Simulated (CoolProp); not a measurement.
Methanol along the isobar 917 kPa: Z from the reference equation and from simpler models built on Tc = 513.4 K, pc = 8216 kPa, ω = 0.565; each cubic takes its own stable root.

The numbers come from the reference Helmholtz-energy equation of state, de Reuck 1993 in CoolProp.

| T (K) | phase | reference | van der Waals | Redlich-Kwong | Peng-Robinson |
|---|---|---|---|---|---|
| 189.1 | liquid | 0.02096 | 0.04323 | 0.02901 | 0.02516 |
| 200.4 | liquid | 0.02003 | 0.04121 | 0.02766 | 0.02389 |
| 211.7 | liquid | 0.01920 | 0.03941 | 0.02646 | 0.02278 |
| 222.9 | liquid | 0.01847 | 0.03783 | 0.02542 | 0.02179 |
| 234.2 | liquid | 0.01781 | 0.03641 | 0.02448 | 0.02091 |
| 245.5 | liquid | 0.01721 | 0.03513 | 0.02365 | 0.02011 |
| 256.7 | liquid | 0.01667 | 0.03400 | 0.02291 | 0.01941 |
| 268 | liquid | 0.01617 | 0.03298 | 0.02226 | 0.01877 |
| 279.3 | liquid | 0.01572 | 0.03207 | 0.02167 | 0.01820 |
| 290.5 | liquid | 0.01532 | 0.03125 | 0.02116 | 0.01769 |
| 301.8 | liquid | 0.01494 | 0.03052 | 0.02070 | 0.01723 |
| 313.1 | liquid | 0.01460 | 0.02988 | 0.02031 | 0.01682 |
